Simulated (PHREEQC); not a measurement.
Solution (25 °C): 0.24 mol/kgw Pb(NO3)2. Closed to the air; pH follows from the charge balance.

The numbers come from PHREEQC with the ion-association model, phreeqc.dat.

**Question.** The ionic strength comes out as 0.454 mol/kgw. What activity coefficients do Pb+2, H+, NO3-, PbOH+, Pb2OH+3 get?

**Answer.** Pb+2 0.29, H+ 0.77, NO3- 0.62, PbOH+ 0.73, Pb2OH+3 0.060.

This is a speciation only: nothing precipitates in the calculation. Complexes and solids missing from the database can't appear.
